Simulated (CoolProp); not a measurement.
Vapour-liquid equilibrium of propane (1) + cyclopropane (2) at 329 K; x and y are mole fractions of (1).

Computed with CoolProp (multi-fluid Helmholtz-energy mixture model, Lemmon 2009 and Polt 1992; pair parameters Bell 2016). This equation is an older, rougher fit; its heat capacities, sound speeds and derivatives of the liquid may be far off and weren't checked against measurements.

### Question
Give the bubble pressure and the first vapour's composition at x = 0.15, 0.45, 0.55. Is there an azeotrope?

### Answer
x = 0.15: 1.645 MPa, y = 0.189; x = 0.45: 1.815 MPa, y = 0.497; x = 0.55: 1.857 MPa, y = 0.588. No azeotrope shows between x = 0.05 and 0.95.

Pair parameters are fitted to limited data, so mixtures are less certain than the pure fluids.
